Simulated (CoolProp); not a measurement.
R114 along the isobar 140 bar: fugacity coefficient from the reference equation and from simpler models built on Tc = 147.5 °C, pc = 33.52 bar, ω = 0.252; each cubic takes its own stable root.

The numbers come from the reference Helmholtz-energy equation of state, Platzer 1990 in CoolProp. This equation is an older, rougher fit; its heat capacities, sound speeds and derivatives of the liquid may be far off and weren't checked against measurements.

```tsv
T (°C)	phase	reference	van der Waals	Redlich-Kwong
66.75	liquid	0.07633	0.1763	0.09884
79.15	liquid	0.09733	0.1977	0.1210
91.45	liquid	0.1211	0.2197	0.1451
103.75	liquid	0.1475	0.2422	0.1710
116.05	liquid	0.1765	0.2651	0.1985
128.35	liquid	0.2078	0.2884	0.2274
140.65	liquid	0.2410	0.3119	0.2572
152.95	supercritical	0.2756	0.3356	0.2879
165.25	supercritical	0.3114	0.3593	0.3189
177.65	supercritical	0.3483	0.3831	0.3504
189.95	supercritical	0.3851	0.4065	0.3816
202.25	supercritical	0.4217	0.4298	0.4125
214.55	supercritical	0.4579	0.4527	0.4428
226.85	supercritical	0.4933	0.4752	0.4725
```
